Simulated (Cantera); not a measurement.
What does this Cantera script print?

```python
import numpy as np
import cantera as ct

gas_names = """
    B BN BO BO2 B2 B2O B2O2 B2O3 N NO NO2 NO3 N2 N2O O O2 O3
""".split()
cond_names = """
    B(b) B(L) BN(s) B2O3(L)
""".split()


# ... load() reads the species with a 1 bar reference pressure and builds the phases ...
atoms = {
    'B': {'B': 1},
    'O2': {'O': 2},
    'N2': {'N': 2},
}
top_T = {'BN(s)': 3200}  # K; cautious upper limits of use, not melting points


# ... equilibrate(T, P, feed) seeds the gas with the atoms and calls Mixture.equilibrate('TP', solver="vcs", rtol=1e-11, max_steps=5000) ...
results = []
feed = {'B': 1, 'O2': 5.9, 'N2': 44}  # mol
P = 23  # Pa
for T in [973, 1173, 1373, 1573, 1773, 1973, 2173]:
    mix = equilibrate(T, P, feed)
    results.append((T, P, feed, dict(zip(mix.species_names, mix.species_moles))))

top = {s: max(r[3][s] / sum(r[3][g] for g in gas_names) for r in results) for s in gas_names}
cols = sorted((s for s in top if top[s] > 0.0001), key=lambda s: -top[s])[:9]
seen = [c for c in cond_names if any(r[3].get(c, 0) > 1e-12 for r in results)]
print("log10 of partial pressures in bar; condensed amounts in mol")
print(f"{'T/K':>10s}" + "".join(f"{s[:9]:>10s}" for s in cols + seen))
for T, P, feed, n in results:
    ng = sum(n[g] for g in gas_names)
    print(f"{T:10.4g}" + "".join(f"{np.log10(max(n[s] / ng * P / 1e5, 1e-99)):10.3f}" for s in cols)
          + "".join(f"{n.get(c, 0):10.4g}" for c in seen))
```

Output:

```
log10 of partial pressures in bar; condensed amounts in mol
       T/K        N2        O2         O       BO2      B2O3        NO        BO   B2O3(L)
       973    -3.686    -4.618   -12.479   -12.365   -12.053    -8.399   -21.442       0.5
      1173    -3.686    -4.618   -10.164    -9.315    -8.429    -7.562   -15.826    0.4992
      1373    -3.689    -4.622    -8.521    -7.173    -5.902    -6.972   -11.874    0.2237
      1573    -3.691    -4.628    -7.295    -6.404    -5.674    -6.533    -9.759         0
      1773    -3.692    -4.639    -6.347    -5.941    -5.761    -6.197    -8.256         0
      1973    -3.696    -4.672    -5.602    -5.640    -5.953    -5.942    -7.117         0
      2173    -3.704    -4.768    -5.027    -5.518    -6.322    -5.771    -6.279         0
```

Method: chemical equilibrium by Gibbs-energy minimisation in Cantera with the NASA 1993 tables (ideal gas, pure condensed phases).
